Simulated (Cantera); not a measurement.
A closed system holds: 1 mol Pb, 0.13 mol O2, 8.8 mol N2, at 652 °C and 5.55 Torr.

Equilibrium computed with Cantera from the NASA thermochemical tables; the gas is ideal and each condensed phase is pure. Candidate condensed phases: Pb, PbO, PbO2, Pb3O4; 12 gas species. Equilibrium is a limit: real reactors are often held back by kinetics, nucleation or transport.

Base state: N2 1.000, Pb 0.000361 (mole fractions); condensed: Pb(l) + PbO(yellow).

What changes in the equilibrium state with this change: 0.18 mol H2 added?


```
species             before     after
----------------  --------  --------
N2                   1.000     0.980
H2O                      0    0.0200
Pb                0.000361  0.000361
Pb(l), mol           0.737     0.917
PbO(yellow), mol     0.260    0.0800
```
Further candidate phases: H2O.
